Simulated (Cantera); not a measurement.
Adiabatic ignition

An adiabatic, constant-volume homogeneous reactor starts with CH₄ : O₂ : N₂ = 1 : 2 : 9.52 (molar parts), equivalence ratio 1.0, at 1500 K and 5.33 atm.

Detailed kinetics in Cantera: GRI-Mech 3.0 (53 species, 325 reactions).

```tsv
t (s)	T (K)	P (bar)	x CH₄	x O₂	x C₂H₄	x HCO	x NO	x HCN
1.00e-5	1500	5.40	0.0799	0.160	2.24e-9	1.11e-11	<1e-12	<1e-12
3.88e-5	1500	5.40	0.0798	0.160	3.69e-7	5.05e-10	<1e-12	<1e-12
0.000151	1505	5.42	0.0787	0.159	3.15e-5	2.12e-8	1.55e-12	<1e-12
0.000585	2943	10.9	<1e-12	0.0134	<1e-12	1.29e-7	0.00941	6.21e-9
0.00227	2940	10.9	<1e-12	0.0130	<1e-12	1.29e-7	0.0107	6.83e-9
0.00881	2940	10.9	<1e-12	0.0130	<1e-12	1.29e-7	0.0107	6.83e-9
0.0342	2940	10.9	<1e-12	0.0130	<1e-12	1.29e-7	0.0107	6.83e-9
0.133	2940	10.9	<1e-12	0.0130	<1e-12	1.29e-7	0.0107	6.83e-9
0.515	2940	10.9	<1e-12	0.0130	<1e-12	1.29e-7	0.0107	6.83e-9
2.00	2940	10.9	<1e-12	0.0130	<1e-12	1.29e-7	0.0107	6.83e-9
```
x: mole fraction; the columns are a selection and need not sum to one.

- time of steepest temperature rise = 0.368 ms
- temperature at 2.00 s = 2940 K
- equilibrium temperature = 2940 K
- x(CH₄) at 2.00 s = <1e-12 (gas-phase equilibrium <1e-12)
- x(O₂) at 2.00 s = 0.0130 (gas-phase equilibrium 0.0130)
- x(C₂H₄) at 2.00 s = <1e-12 (gas-phase equilibrium <1e-12)
